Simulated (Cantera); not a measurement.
A perfectly stirred reactor is fed with CO : O2 : H2O : N2 = 0.003 : 0.0028 : 0.078 : 1 (molar parts), at 7.30 bar; it is held at 1375 K, and followed from long to short residence time.

Model: GRI-Mech 3.0 (53 species, 325 reactions), integrated in Cantera.

x: mole fraction; the columns are a selection and need not sum to one.

```json
[
 {"τ (s)": "0.71", "x CO": "[?]", "x O2": "0.00121", "x H2O": "0.0721", "x CO2": "0.00276", "x OH": "1.16e-5"},
 {"τ (s)": "0.31", "x CO": "[?]", "x O2": "0.00122", "x H2O": "0.0720", "x CO2": "0.00274", "x OH": "1.41e-5"},
 {"τ (s)": "0.13", "x CO": "[?]", "x O2": "0.00124", "x H2O": "0.0720", "x CO2": "0.00271", "x OH": "1.73e-5"},
 {"τ (s)": "0.058", "x CO": "[?]", "x O2": "0.00127", "x H2O": "0.0720", "x CO2": "0.00266", "x OH": "2.08e-5"},
 {"τ (s)": "0.025", "x CO": "[?]", "x O2": "0.00133", "x H2O": "0.0720", "x CO2": "0.00257", "x OH": "2.54e-5"},
 {"τ (s)": "0.011", "x CO": "[?]", "x O2": "0.00142", "x H2O": "0.0719", "x CO2": "0.00243", "x OH": "3.11e-5"},
 {"τ (s)": "0.0047", "x CO": "[?]", "x O2": "0.00157", "x H2O": "0.0718", "x CO2": "0.00219", "x OH": "3.81e-5"},
 {"τ (s)": "0.0020", "x CO": "[?]", "x O2": "0.00178", "x H2O": "0.0718", "x CO2": "0.00182", "x OH": "4.54e-5"}
]
```

Task: Some entries are withheld; supply them.

Result: 
- 0.71, x CO: 1.65e-5
- 0.31, x CO: 3.09e-5
- 0.13, x CO: 5.93e-5
- 0.058, x CO: 0.000108
- 0.025, x CO: 0.000197
- 0.011, x CO: 0.000343
- 0.0047, x CO: 0.000585
- 0.0020, x CO: 0.000953
